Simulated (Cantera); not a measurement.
**Ignition delay**

Mixture: 14.7 % CO, 0.897 % H₂, 10.1 % CH₄, 15.6 % O₂, 58.7 % N₂, equivalence ratio 1.8, at 18000 Torr, adiabatic and at constant pressure. Ignition delay is the time to a rise of 400 K.

Model: GRI-Mech 3.0 (53 species, 325 reactions), integrated in Cantera. The pressure lies above the range GRI-Mech 3.0 was tuned for (to about 10 atm).

```
T0 (K)  delay (ms)
------  ----------
1175          2.97
1225          1.66
1275         0.950
1325         0.558
1375         0.334
1425         0.204
```

```yaml
apparent activation energy between 1325 and 1425 K: 160 kJ/mol
```
